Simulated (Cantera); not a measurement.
Cantera run:

```python
import numpy as np
import cantera as ct

gas_names = """
    Fe FeO O O2 O3 S SO SO2 SO3 S2 S2O S8
""".split()
cond_names = """
    Fe(a) Fe(c) Fe(d) Fe(L) FeO(s) FeO(L) FeS(a) FeS(b) FeS(c) FeS(L) FeSO4(s) FeS2(s) Fe2O3(s)
    Fe2S3O12(s) Fe3O4(s) S(cr1) S(cr2) S(L)
""".split()


# ... load() reads the species with a 1 bar reference pressure and builds the phases ...
atoms = {
    'FeS2': {'Fe': 1, 'S': 2},
    'SO3': {'S': 1, 'O': 3},
    'O2': {'O': 2},
}
top_T = {'FeSO4(s)': 950, 'FeS2(s)': 1010, 'Fe2O3(s)': 1830, 'Fe2S3O12(s)': 1100, 'Fe3O4(s)': 1870}  # K; cautious upper limits of use, not melting points


# ... equilibrate(T, P, feed) seeds the gas with the atoms and calls Mixture.equilibrate('TP', solver="vcs", rtol=1e-11, max_steps=5000) ...
results = []
feed = {'FeS2': 1, 'SO3': 1.6, 'O2': 0.14}  # mol
T = 850  # K
P = 710000  # Pa
mix = equilibrate(T, P, feed)
results.append((T, P, feed, dict(zip(mix.species_names, mix.species_moles))))
print(gas.report(threshold=1e-05))
for i in range(1, mix.n_phases):
    print(f"{mix.phase(i).name:16s} {mix.phase_moles(i):12.5e} mol")
```

It prints:

```
       temperature   850 K
          pressure   7.1e+05 Pa
           density   6.4369 kg/m^3
  mean mol. weight   64.072 kg/kmol
   phase of matter   gas

                          1 kg             1 kmol
                     ---------------   ---------------
          enthalpy       -4.2064e+06       -2.6951e+08  J
   internal energy       -4.3167e+06       -2.7658e+08  J
           entropy            4383.4        2.8086e+05  J/K
    Gibbs function       -7.9323e+06       -5.0824e+08  J
 heat capacity c_p            827.33             53009  J/K
 heat capacity c_v            697.56             44695  J/K

                      mass frac. Y      mole frac. X     chem. pot. / RT
                     ---------------   ---------------   ---------------
               SO2            0.9971           0.99733           -72.037
                S2         0.0017792         0.0017779           -15.306
               S2O         0.0011172        0.00089344           -47.498
     [   +9 minor]        6.5105e-07        7.2082e-07

Fe(a)             0.00000e+00 mol
FeO(s)            0.00000e+00 mol
FeS(c)            0.00000e+00 mol
FeSO4(s)          0.00000e+00 mol
FeS2(s)           6.43263e-01 mol
Fe2O3(s)          0.00000e+00 mol
Fe2S3O12(s)       0.00000e+00 mol
Fe3O4(s)          1.18912e-01 mol
S(L)              0.00000e+00 mol
```

Equilibrium computed with Cantera from the NASA thermochemical tables; the gas is ideal and each condensed phase is pure. Gases not in the tables: S3 to S7.
